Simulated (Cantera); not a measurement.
Feed: 1 mol LiOH, 0.012 mol H₂, equilibrated at 1902 °C and 1 atm.

These are equilibrium values from Cantera (NASA tables, ideal gas, pure condensed phases), not measurements of a reactor. Candidate condensed phases: H₂O, Li, LiH, LiOH, Li₂O; 17 gas species. Rates play no part.

Base state: LiOH 0.747, H₂O 0.207, Li₂O 0.0199, Li 0.0132, H₂ 0.00901, Li₂(OH)₂ 0.00159, OH 0.00142, O₂ 0.000492 (mole fractions); condensed: Li₂O(l).

Task: What changes in the equilibrium state with this change: temperature from 1902 °C to 1850 °C?

Result: 
```tsv
species	before	after
LiOH	0.747	0.700
H₂O	0.207	0.263
Li₂O	0.0199	0.0129
Li	0.0132	0.00895
H₂	0.00901	0.0112
O	5.07e-5	2.61e-5
Li₂O₂	6.46e-5	3.33e-5
O₂	0.000492	0.000260
LiO	0.000403	0.000221
Li₂O(l), mol	0.152	0.198
```

Task: What changes in the equilibrium state with this change: LiOH replaced by Mg(OH)₂?

Result: 
```tsv
species	before	after
H₂O	0.207	0.973
H₂	0.00901	0.0189
OH	0.00142	0.00462
LiOH	0.747	0
Li₂O	0.0199	0
Li	0.0132	0
Mg(OH)₂	0	0.000138
Li₂(OH)₂	0.00159	0
LiO	0.000403	0
Li₂O₂	6.46e-5	0
LiH	4.76e-5	0
O₂	0.000492	0.00249
Li₂O(l), mol	0.152	0
MgO(s), mol	0	1.000
```
Further candidate phases: Mg, MgO, Mg(OH)₂.

Task: What changes in the equilibrium state with this change: temperature from 1902 °C to 1275 °C?

Result: 
```tsv
species	before	after
H₂O	0.207	0.930
LiOH	0.747	0.0456
H₂	0.00901	0.0229
Li₂O	0.0199	5.51e-6
Li	0.0132	1.20e-5
Li₂O₂	6.46e-5	<1e-9
O	5.07e-5	1.08e-9
Li₂O(l), mol	0.152	0
Li₂O(s), mol	0	0.487
```
